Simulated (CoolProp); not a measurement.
R13 along the isotherm 219.9 K: Z from the reference equation and from simpler models built on Tc = 303.0 K, pc = 39.73 bar, ω = 0.175; each cubic takes its own stable root.

Computed with CoolProp (reference Helmholtz-energy equation of state, Platzer 1990). This equation is an older, rougher fit; its heat capacities, sound speeds and derivatives of the liquid may be far off and weren't checked against measurements.

| p (bar) | phase | reference | van der Waals | Redlich-Kwong | Peng-Robinson |
|---|---|---|---|---|---|
| 7.09 | liquid | 0.02876 | 0.8727 | 0.03052 | 0.02623 |
| 14.2 | liquid | 0.05745 | 0.08776 | 0.06082 | 0.05233 |
| 21.3 | liquid | 0.08596 | 0.1305 | 0.09077 | 0.07823 |
| 28.4 | liquid | 0.1143 | 0.1726 | 0.1205 | 0.1039 |
| 35.5 | liquid | 0.1426 | 0.2141 | 0.1499 | 0.1295 |
| 42.6 | liquid | 0.1707 | 0.2551 | 0.1791 | 0.1549 |
| 49.7 | liquid | 0.1987 | 0.2958 | 0.2081 | 0.1802 |
| 56.8 | liquid | 0.2265 | 0.3360 | 0.2369 | 0.2053 |
| 63.9 | liquid | 0.2543 | 0.3758 | 0.2654 | 0.2303 |
| 70.9 | liquid | 0.2816 | 0.4148 | 0.2934 | 0.2549 |
| 78 | liquid | 0.3091 | 0.4541 | 0.3217 | 0.2796 |
| 85.1 | liquid | 0.3366 | 0.4931 | 0.3497 | 0.3043 |
| 92.2 | liquid | 0.3639 | 0.5318 | 0.3776 | 0.3288 |
| 99.3 | liquid | 0.3912 | 0.5702 | 0.4054 | 0.3533 |

At some of these states van der Waals gives the other phase, because its saturation line lies elsewhere.
